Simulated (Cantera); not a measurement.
A perfectly stirred reactor is fed with CH₄ : H₂ = 1 : 40 (molar parts), at 630 Torr; it is held at 1875 K, and followed from long to short residence time.

Model: GRI-Mech 3.0 (53 species, 325 reactions), integrated in Cantera. GRI-Mech 3.0 stops at C3 and has no aromatics, soot or wall deposition, so with more carbon than oxygen in the feed, carbon stays in small species such as C2H2 where larger ones or solid carbon would form.

**Question.** What does this change do: CH4 1 to 1.4 parts?

**Answer.** 
| quantity | before | after |
|---|---|---|
| x(CH₄) at τ = 3.50 s | 0.00326 | 0.00384 |
| x(H₂) at τ = 3.50 s | 0.986 | 0.981 |
| x(H) at τ = 3.50 s | 0.000714 | 0.000713 |
| x(C₂H₄) at τ = 3.50 s | 0.000119 | 0.000167 |
| x(C₂H) at τ = 3.50 s | 8.74e-8 | 1.23e-7 |
| x(CH₄) at τ = 51.0 ms | 0.0112 | 0.0138 |
| x(H₂) at τ = 51.0 ms | 0.982 | 0.976 |
| x(H) at τ = 51.0 ms | 0.000702 | 0.000698 |
| x(C₂H₄) at τ = 51.0 ms | 8.28e-5 | 0.000124 |
| x(C₂H) at τ = 51.0 ms | 5.32e-8 | 8.04e-8 |
